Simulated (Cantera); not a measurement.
**Carbothermic reduction: Fe3O4 + C + N2**

Feed: 1 mol Fe3O4, 5.8 mol C, 0.71 mol N2, equilibrated at 2423.15 K.

Equilibrium computed with Cantera from the NASA thermochemical tables; the gas is ideal and each condensed phase is pure. Candidate condensed phases: C, Fe, Fe(CO)5, FeO, Fe2O3, Fe3O4; 27 gas species. Iron dissolves carbon and melts from about 1420 K in contact with it, which pure phases cannot show. Condensed phases not in the tables: cementite and carbon dissolved in iron. Equilibrium is a limit: real reactors are often held back by kinetics, nucleation or transport.

From 10.0 Pa to 32.0 mbar the condensed part is C(graphite). From 0.130 bar to 10.0 bar the condensed part is C(graphite) + Fe(l). The main Fe-bearing gas is Fe throughout.

```json
[
 {"P (Pa)": "10", "log p CO": "-4.29", "log p Fe": "-4.41", "log p N2": "-5.04", "log p CN": "-6.79", "log p C3": "-6.84", "log p C": "-7.25", "log p C2": "-7.88", "n C(graphite)": "1.75", "n Fe(l)": "0"},
 {"P (Pa)": "42", "log p CO": "-3.66", "log p Fe": "-3.79", "log p N2": "-4.41", "log p CN": "-6.48", "log p C3": "-6.84", "log p C": "-7.25", "log p C2": "-7.88", "n C(graphite)": "1.78", "n Fe(l)": "0"},
 {"P (Pa)": "180", "log p CO": "-3.03", "log p Fe": "-3.15", "log p N2": "-3.78", "log p CN": "-6.16", "log p C3": "-6.84", "log p C": "-7.25", "log p C2": "-7.88", "n C(graphite)": "1.79", "n Fe(l)": "0"},
 {"P (Pa)": "750", "log p CO": "-2.41", "log p Fe": "-2.53", "log p N2": "-3.16", "log p CN": "-5.85", "log p C3": "-6.84", "log p C": "-7.25", "log p C2": "-7.88", "n C(graphite)": "1.80", "n Fe(l)": "0"},
 {"P (Pa)": "3200", "log p CO": "-1.78", "log p Fe": "-1.90", "log p N2": "-2.53", "log p CN": "-5.54", "log p C3": "-6.84", "log p C": "-7.25", "log p C2": "-7.88", "n C(graphite)": "1.80", "n Fe(l)": "0"},
 {"P (Pa)": "13000", "log p CO": "-1.02", "log p Fe": "-1.76", "log p N2": "-1.77", "log p CN": "-5.16", "log p C3": "-6.84", "log p C": "-7.25", "log p C2": "-7.88", "n C(graphite)": "1.80", "n Fe(l)": "2.26"},
 {"P (Pa)": "56000", "log p CO": "-0.34", "log p Fe": "-1.76", "log p N2": "-1.09", "log p CN": "-4.82", "log p C3": "-6.84", "log p C": "-7.25", "log p C2": "-7.88", "n C(graphite)": "1.80", "n Fe(l)": "2.85"},
 {"P (Pa)": "240000", "log p CO": "0.31", "log p Fe": "-1.76", "log p N2": "-0.44", "log p CN": "-4.50", "log p C3": "-6.84", "log p C": "-7.25", "log p C2": "-7.88", "n C(graphite)": "1.80", "n Fe(l)": "2.97"},
 {"P (Pa)": "1000000", "log p CO": "0.93", "log p Fe": "-1.76", "log p N2": "0.18", "log p CN": "-4.18", "log p C3": "-6.84", "log p C": "-7.25", "log p C2": "-7.88", "n C(graphite)": "1.80", "n Fe(l)": "2.99"}
]
```
log p: log10 of the partial pressure in bar; n: condensed amount in mol.
